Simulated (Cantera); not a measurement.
What does this Cantera script print?

```python
import numpy as np
import cantera as ct

gas_names = [...]  # 109 gases of nasa_gas.yaml made of C, Cl, H, Si
cond_names = """
    C(gr) C6H6(L) C7H8(L) C8H18(L),n-octa Si(cr) Si(L) SiC(b)
""".split()


# ... load() reads the species with a 1 bar reference pressure and builds the phases ...
atoms = {
    'SiHCl3': {'Si': 1, 'H': 1, 'CL': 3},
    'C2H2': {'C': 2, 'H': 2},
    'H2': {'H': 2},
}
top_T = {'C(gr)': 4500, 'SiC(b)': 3050}  # K; cautious upper limits of use, not melting points


# ... equilibrate(T, P, feed) seeds the gas with the atoms and calls Mixture.equilibrate('TP', solver="vcs", rtol=1e-11, max_steps=5000) ...
results = []
feed = {'SiHCl3': 1, 'C2H2': 1.3, 'H2': 190}  # mol
T = 2073.15  # K
P = 45000  # Pa
mix = equilibrate(T, P, feed)
results.append((T, P, feed, dict(zip(mix.species_names, mix.species_moles))))
x = sorted(zip(gas.X, gas.species_names), reverse=True)
print(f"T = {T:g} K  P = {P:g} Pa  gas = {mix.phase_moles(0):.4g} mol")
print("   x: " + "  ".join(f"{s} {v:.3e}" for v, s in x if v > 0.0001))
print("   condensed (mol): " + ("  ".join(f"{mix.phase(i).name} {mix.phase_moles(i):.4g}"
      for i in range(1, mix.n_phases) if mix.phase_moles(i) > 1e-12) or "none"))
```

It prints:

```
T = 2073.15 K  P = 45000 Pa  gas = 193.7 mol
   x: H2 9.793e-01  HCL 1.537e-02  H 3.883e-03  C2H2,acetylene 1.201e-03  CH4 1.519e-04
   condensed (mol): C(gr) 1.116  SiC(b) 0.9852
```

Method: chemical equilibrium by Gibbs-energy minimisation in Cantera with the NASA 1993 tables (ideal gas, pure condensed phases). Gases not in the tables: Si2H6 and higher silanes.
